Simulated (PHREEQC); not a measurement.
## Buffer: speciation

Consider water at 25 °C with 0.042 mol NH4Cl and 6.3e-05 mol Na2HPO4 per kg of water. Closed to the air; pH follows from the charge balance.

Computed with PHREEQC (ion-association model, wateq4f.dat).

```
Quantity                  Result
----------------  --------------
pH                          6.40
ionic strength    0.0421 mol/kgw
total alkalinity   0.0630 meq/kg
```

```csv
species,molality,activity,log γ
Cl-,0.0420,0.0346,-0.084
NH4+,0.0420,0.0349,-0.080
Na+,0.000126,0.000105,-0.079
NH3,5.01e-5,5.01e-5,0.000
H2PO4-,4.96e-5,4.16e-5,-0.077
HPO4-2,1.34e-5,6.51e-6,-0.313
H+,4.61e-7,3.97e-7,-0.065
OH-,3.06e-8,2.52e-8,-0.085
H3PO4,2.41e-9,2.43e-9,0.004
NaHPO4-,1.59e-9,1.33e-9,-0.077
```

No solid was allowed to form. H3PO4, which wateq4f.dat lacks, is added to it with the constant of phreeqc.dat.
